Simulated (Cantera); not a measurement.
A perfectly stirred reactor is fed with H2 : O2 : N2 = 0.62 : 1 : 0.56 (molar parts), at 0.200 bar; it is held at 975 K, and followed from long to short residence time.

Cantera simulation using the H2/O2 subset of GRI-Mech 3.0, which has no nitrogen chemistry; the numbers are that mechanism's predictions, not measurements. The temperature is held fixed by assumption; the heat of reaction is taken as removed at once.

Question: What does this change do: pressure from 0.200 bar to 0.110 bar?

Answer: 
```tsv
quantity	before	after
x(H2) at τ = 2.90 s	0.00592	0.00139
x(O2) at τ = 2.90 s	0.371	0.369
x(H) at τ = 2.90 s	1.17e-6	3.65e-6
x(H2O2) at τ = 2.90 s	0.000106	4.28e-6
x(OH) at τ = 2.90 s	5.93e-6	4.90e-5
x(H2) at τ = 34.0 ms	0.0210	0.0133
x(O2) at τ = 34.0 ms	0.375	0.373
x(H) at τ = 34.0 ms	9.09e-5	0.000303
x(H2O2) at τ = 34.0 ms	2.90e-5	5.41e-6
x(OH) at τ = 34.0 ms	0.000136	0.000406
```
Radical loss at walls, strong at low pressure, is not modelled.
